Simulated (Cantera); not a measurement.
Standard-state values (1 bar) from the NASA 1993 polynomials, evaluated with Cantera. Values are per mole of reaction as written; species without (g) are pure solids or liquids, kept so even where they would boil at 1 bar.

H2(g) + CaS = H2S(g) + Ca, with ΔH° = 452.7 kJ and ΔS° = 60.9 J/K at 300 K.

Problem. How far is the shortcut ΔG° ≈ ΔH°(300 K) − T·ΔS°(300 K) from the full temperature-dependent value at 1325, 1350, 1375, 1400, 1425, 1450, 1475, 1500, 1525, 1550 K?

Solution. 
```json
[
 {"T (K)": "1325", "shortcut (kJ)": "372.0", "full (kJ)": "381.6", "difference (kJ)": "-9.6", "difference in log10 K": "0.38", "condensed phases": "CaS(s), Ca(l)"},
 {"T (K)": "1350", "shortcut (kJ)": "370.4", "full (kJ)": "380.2", "difference (kJ)": "-9.8", "difference in log10 K": "0.38", "condensed phases": "CaS(s), Ca(l)"},
 {"T (K)": "1375", "shortcut (kJ)": "368.9", "full (kJ)": "378.9", "difference (kJ)": "-10.0", "difference in log10 K": "0.38", "condensed phases": "CaS(s), Ca(l)"},
 {"T (K)": "1400", "shortcut (kJ)": "367.4", "full (kJ)": "377.5", "difference (kJ)": "-10.1", "difference in log10 K": "0.38", "condensed phases": "CaS(s), Ca(l)"},
 {"T (K)": "1425", "shortcut (kJ)": "365.9", "full (kJ)": "376.2", "difference (kJ)": "-10.3", "difference in log10 K": "0.38", "condensed phases": "CaS(s), Ca(l)"},
 {"T (K)": "1450", "shortcut (kJ)": "364.4", "full (kJ)": "374.8", "difference (kJ)": "-10.4", "difference in log10 K": "0.38", "condensed phases": "CaS(s), Ca(l)"},
 {"T (K)": "1475", "shortcut (kJ)": "362.8", "full (kJ)": "373.4", "difference (kJ)": "-10.6", "difference in log10 K": "0.38", "condensed phases": "CaS(s), Ca(l)"},
 {"T (K)": "1500", "shortcut (kJ)": "361.3", "full (kJ)": "372.1", "difference (kJ)": "-10.8", "difference in log10 K": "0.37", "condensed phases": "CaS(s), Ca(l)"},
 {"T (K)": "1525", "shortcut (kJ)": "359.8", "full (kJ)": "370.7", "difference (kJ)": "-10.9", "difference in log10 K": "0.37", "condensed phases": "CaS(s), Ca(l)"},
 {"T (K)": "1550", "shortcut (kJ)": "358.3", "full (kJ)": "369.3", "difference (kJ)": "-11.1", "difference in log10 K": "0.37", "condensed phases": "CaS(s), Ca(l)"}
]
```
The shortcut ignores heat capacities and the phase changes listed.
